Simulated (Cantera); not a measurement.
Cantera run, input and output.

```python
import numpy as np
import cantera as ct

gas = ct.Solution("gri30.yaml")
gas.TPX = 400, 101325, {'H2': 1, 'O2': 0.385, 'N2': 1.45}
inlet = ct.Reservoir(gas, clone=True)
gas.equilibrate("HP")  # start burning
reactor = ct.IdealGasConstPressureReactor(gas, energy="on", clone=False)
exhaust = ct.Reservoir(gas, clone=True)
tau = [0.2, 0.07, 0.025, 0.0089, 0.0032, 0.0011, 0.0004, 0.00014, 5.1e-05][0]
for a, b in ((inlet, reactor), (reactor, exhaust)):
    ct.MassFlowController(a, b, mdot=lambda t: reactor.mass / tau)
net = ct.ReactorNet([reactor])
show = ['H2', 'O2', 'N2O', 'H2O', 'HO2', 'O']

rows = []
print(f"{'tau/s':>10s}{'T/K':>9s}" + "".join(f"{s:>11s}" for s in show))
for tau in [0.2, 0.07, 0.025, 0.0089, 0.0032, 0.0011, 0.0004, 0.00014, 5.1e-05]:
    net.initial_time = 0.0
    net.advance(30 * tau)
    before = gas.X
    net.advance(40 * tau)
    drift = np.max(np.abs(gas.X - before) / (gas.X + 1e-9))
    rows.append([gas.T, *gas[show].X, drift])
    print(f"{tau:10.3e}{gas.T:9.1f}" + "".join(f"{x:11.3e}" for x in gas[show].X))
```

Result:

```
     tau/s      T/K         H2         O2        N2O        H2O        HO2          O
 2.000e-01   2386.4  9.326e-02  1.581e-04  1.920e-08  3.090e-01  8.950e-08  1.094e-04
 7.000e-02   2379.5  9.317e-02  2.104e-04  1.887e-08  3.084e-01  1.203e-07  1.388e-04
 2.500e-02   2363.7  9.299e-02  3.419e-04  1.844e-08  3.069e-01  2.018e-07  2.167e-04
 8.900e-03   2332.0  9.274e-02  6.565e-04  1.824e-08  3.039e-01  4.024e-07  4.135e-04
 3.200e-03   2276.2  9.255e-02  1.339e-03  1.870e-08  2.987e-01  8.238e-07  8.598e-04
 1.100e-03   2181.7  9.252e-02  2.751e-03  2.031e-08  2.901e-01  1.671e-06  1.812e-03
 4.000e-04   2050.8  9.249e-02  5.024e-03  2.288e-08  2.789e-01  3.152e-06  3.337e-03
 1.400e-04   1873.7  9.207e-02  8.562e-03  2.540e-08  2.652e-01  5.988e-06  5.417e-03
 5.100e-05   1673.2  9.305e-02  1.388e-02  2.613e-08  2.497e-01  1.152e-05  7.246e-03
```

Cantera simulation using GRI-Mech 3.0 (53 species, 325 reactions); the numbers are that mechanism's predictions, not measurements.
